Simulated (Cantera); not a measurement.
Standard-state values (1 bar) from the NASA 1993 polynomials, evaluated with Cantera. Values are per mole of reaction as written; species without (g) are pure solids or liquids, kept so even where they would boil at 1 bar.

Task: Between 423 and 648 K, where is each reaction favourable under standard conditions?
- 3 S + 2 SiH₃(g) ⇌ 2 Si + 3 H₂S(g)

Result: 
- 3 S + 2 SiH₃(g) ⇌ 2 Si + 3 H₂S(g): ΔG° is -533 kJ at 423 K and -553 kJ at 648 K; it stays negative (K > 1). ΔH° is -501 kJ and ΔS° 79 J/K at 648 K.
